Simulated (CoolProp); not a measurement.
R115 at 293.15 K and 1.29 MPa is throttled through a valve to 0.645 MPa with no heat exchange. Each further row changes one setting.

Computed with CoolProp (reference Helmholtz-energy equation of state, Lemmon 2016).

```csv
case,temperature change (K),final phase,final density (kg/m³)
as stated,(withheld),"two-phase, vapour fraction 0.077",449
outlet pressure 0.194 MPa,(withheld),"two-phase, vapour fraction 0.373",(withheld)
outlet pressure 0.839 MPa,(withheld),(withheld),(withheld)
```

### Question
Fill in the missing entries.

### Answer

- as stated, temperature change (K): -7.3
- outlet pressure 0.194 MPa, temperature change (K): -43.6
- outlet pressure 0.194 MPa, final density (kg/m³): 40.8
- outlet pressure 0.839 MPa, temperature change (K): -0.0
- outlet pressure 0.839 MPa, final phase: liquid
- outlet pressure 0.839 MPa, final density (kg/m³): 1310
